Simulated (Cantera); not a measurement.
Cantera run:

```python
import numpy as np
import cantera as ct

gas_names = """
    CL CL2 H HCL H2 Si SiCL SiCL2 SiCL3 SiCL4 SiH SiHCL3 SiH2 SiH2CL2 SiH3 SiH3CL SiH4 Si2 Si3
""".split()
cond_names = """
    Si(cr) Si(L)
""".split()


# ... load() reads the species with a 1 bar reference pressure and builds the phases ...
atoms = {
    'Si': {'Si': 1},
    'Cl2': {'CL': 2},
    'H2': {'H': 2},
}
top_T = {}  # K; cautious upper limits of use, not melting points


# ... equilibrate(T, P, feed) seeds the gas with the atoms and calls Mixture.equilibrate('TP', solver="vcs", rtol=1e-11, max_steps=5000) ...
results = []
feed = {'Si': 1, 'Cl2': 0.65, 'H2': 6.8}  # mol
P = 2300000  # Pa
for T in [1498, 1523, 1548, 1573, 1598, 1623, 1648, 1673, 1698]:
    mix = equilibrate(T, P, feed)
    results.append((T, P, feed, dict(zip(mix.species_names, mix.species_moles))))

top = {s: max(r[3][s] / sum(r[3][g] for g in gas_names) for r in results) for s in gas_names}
cols = sorted((s for s in top if top[s] > 0.001), key=lambda s: -top[s])[:8]
seen = [c for c in cond_names if any(r[3].get(c, 0) > 1e-12 for r in results)]
print("log10 of partial pressures in bar; condensed amounts in mol")
print(f"{'T/K':>10s}" + "".join(f"{s[:9]:>10s}" for s in cols + seen))
for T, P, feed, n in results:
    ng = sum(n[g] for g in gas_names)
    print(f"{T:10.4g}" + "".join(f"{np.log10(max(n[s] / ng * P / 1e5, 1e-99)):10.3f}" for s in cols)
          + "".join(f"{n.get(c, 0):10.4g}" for c in seen))
```

Output:

```
log10 of partial pressures in bar; condensed amounts in mol
       T/K        H2       HCL     SiCL2    SiHCL3     SiCL4     SiCL3   SiH2CL2    Si(cr)     Si(L)
      1498     1.319     0.038    -0.738    -0.380    -0.674    -0.958    -0.885    0.6671         0
      1523     1.318     0.067    -0.670    -0.411    -0.712    -0.929    -0.904    0.6707         0
      1548     1.316     0.094    -0.606    -0.445    -0.755    -0.904    -0.924     0.674         0
      1573     1.315     0.119    -0.548    -0.482    -0.801    -0.884    -0.946     0.677         0
      1598     1.314     0.142    -0.494    -0.522    -0.851    -0.869    -0.971    0.6795         0
      1623     1.313     0.162    -0.444    -0.565    -0.905    -0.859    -0.997    0.6817         0
      1648     1.311     0.181    -0.399    -0.610    -0.963    -0.853    -1.025    0.6836         0
      1673     1.310     0.197    -0.359    -0.658    -1.025    -0.851    -1.055    0.6852         0
      1698     1.309     0.215    -0.325    -0.710    -1.089    -0.855    -1.090         0    0.6877
```

Cantera equilibrium calculation (NASA polynomials, part measured and part estimated; ideal gas, pure solids and liquids). The tables' values for SiCl3 are old estimates; treat these amounts as uncertain. Gases not in the tables: Si2H6 and higher silanes.
